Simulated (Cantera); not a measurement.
## MgO + H₂S + O₂ (roasting and sulfation)

Input: 1 mol MgO, 0.3 mol H₂S, 0.094 mol O₂, at 1523 K.

These are equilibrium values from Cantera (NASA tables, ideal gas, pure condensed phases), not measurements of a reactor. Candidate condensed phases: H₂O, H₂SO₄, Mg, MgO, Mg(OH)₂, MgS, MgSO₄, S; 26 gas species. Rates play no part.

| P (Pa) | x H₂O | x S₂ | x H₂S | x H₂ | x SO₂ | x S₂O | x SH | n MgO(s) |
|---|---|---|---|---|---|---|---|---|
| 1000 | 0.363 | 0.294 | 0.0460 | 0.260 | 0.0267 | 0.00103 | 0.00490 | 1.00 |
| 3000 | 0.380 | 0.290 | 0.0697 | 0.230 | 0.0216 | 0.00120 | 0.00458 | 1.00 |
| 8800 | 0.395 | 0.283 | 0.101 | 0.196 | 0.0184 | 0.00142 | 0.00417 | 1.00 |
| 26000 | 0.406 | 0.272 | 0.138 | 0.160 | 0.0167 | 0.00173 | 0.00369 | 1.00 |
| 77000 | 0.416 | 0.258 | 0.180 | 0.124 | 0.0165 | 0.00217 | 0.00317 | 1.00 |
| 230000 | 0.421 | 0.243 | 0.221 | 0.0908 | 0.0177 | 0.00282 | 0.00263 | 1.00 |
| 680000 | 0.422 | 0.228 | 0.259 | 0.0638 | 0.0204 | 0.00378 | 0.00214 | 1.00 |
| 2000000 | 0.419 | 0.213 | 0.292 | 0.0435 | 0.0244 | 0.00515 | 0.00171 | 1.00 |
x: gas mole fraction; n: condensed amount in mol.

From 10.0 mbar to 20.0 bar the condensed part is MgO(s). The main Mg-bearing gas is Mg at 10.0 mbar and Mg(OH)₂ at 20.0 bar.
